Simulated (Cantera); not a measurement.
Cantera run, input and output.

```python
import numpy as np
import cantera as ct

gas = ct.Solution("gri30.yaml")


def delay(T, t_max=10):
    gas.TPX = T, 690000, {'H2': 1, 'O2': 0.357, 'N2': 1.34, 'NO': 0.0032}
    reactor = ct.IdealGasConstPressureReactor(gas, clone=False)
    net = ct.ReactorNet([reactor])
    net.rtol, net.atol = 1e-8, 1e-16
    while net.time < t_max:
        t_old, T_old = net.time, reactor.T
        net.step()
        if reactor.T > T + 400:  # ignition: a rise of 400 K
            return t_old + (T + 400 - T_old) / (reactor.T - T_old) * (net.time - t_old)
    return np.nan


taus = []
for T in [1150, 1200, 1250, 1300, 1350, 1400]:
    taus.append(delay(T))
    print(f"T0 = {T:6g} K   tau = {taus[-1]:.4e} s")
```

Result:

```
T0 =   1150 K   tau = 2.9567e-05 s
T0 =   1200 K   tau = 1.4476e-05 s
T0 =   1250 K   tau = 8.3071e-06 s
T0 =   1300 K   tau = 5.5157e-06 s
T0 =   1350 K   tau = 4.0239e-06 s
T0 =   1400 K   tau = 3.1160e-06 s
```

Cantera simulation using GRI-Mech 3.0 (53 species, 325 reactions); the numbers are that mechanism's predictions, not measurements. The hydrogen kinetics of GRI-Mech 3.0 are dated; newer H2 mechanisms differ, most at raised pressure. The mechanism lacks 2 NO + O2 → 2 NO2 and HONO, so NO2 and the effect of NO are under-described below about 1400 K.
